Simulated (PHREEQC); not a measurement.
**Metal-bearing waste water**

Make-up at 25 °C and 100 atm: 0.16 mol/kgw CuSO4, 0.011 mol/kgw CdCl2 and 0.00026 mol/kgw HCl. Closed to the air; pH follows from the charge balance.

Equilibrium calculation in PHREEQC: ion-association model, phreeqc.dat.

```yaml
pH: 4.08
ionic_strength: 0.345 mol/kgw
density: 1.029 g/cm³
total_alkalinity: -0.260 meq/kg
```

| species | molality | activity | log γ |
|---|---|---|---|
| Cu+2 | 0.0851 | 0.0238 | -0.553 |
| SO4-2 | 0.0748 | 0.0179 | -0.621 |
| CuSO4 | 0.0737 | 0.0798 | 0.034 |
| Cl- | 0.0196 | 0.0133 | -0.169 |
| Cd(SO4)2-2 | 0.00436 | 0.00126 | -0.541 |
| Cd+2 | 0.00265 | 0.000763 | -0.541 |
| CdSO4 | 0.00265 | 0.00286 | 0.034 |
| CdCl+ | 0.00129 | 0.000942 | -0.135 |

Precipitation was switched off in this run. Complexes and solids missing from the database can't appear. Under pressure, the constants of complexes without a molar volume in the database are unreliable.
